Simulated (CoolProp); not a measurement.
C3F8 (R218) along the isotherm 298.9 K: Z from the reference equation and from simpler models built on Tc = 345.0 K, pc = 2.640 MPa, ω = 0.317; each cubic takes its own stable root.

Model: reference Helmholtz-energy equation of state, Lemmon 2006, in CoolProp. It is a short technical equation, of lower accuracy than the large ones.

```
p (MPa)   phase  reference
-------  ------  ---------
1.32     liquid    0.07527
2.64     liquid     0.1482
3.96     liquid     0.2194
5.28     liquid     0.2893
6.6      liquid     0.3579
7.92     liquid     0.4256
9.24     liquid     0.4925
10.6     liquid     0.5605
11.9     liquid     0.6249
13.2     liquid     0.6886
```

**Question.** How far does each simpler model (van der Waals, Soave-Redlich-Kwong) lie from the reference over these 10 states: mean and median of the absolute difference, and the worst?

**Answer.** 
- van der Waals: mean 127.6 %, median 45.7 %, worst +858.7 % at 298.9 K and 1.32 MPa
- Soave-Redlich-Kwong: mean 5.7 %, median 5.2 %, worst +10.1 % at 298.9 K and 1.32 MPa

At some of these states van der Waals gives the other phase, because its saturation line lies elsewhere.
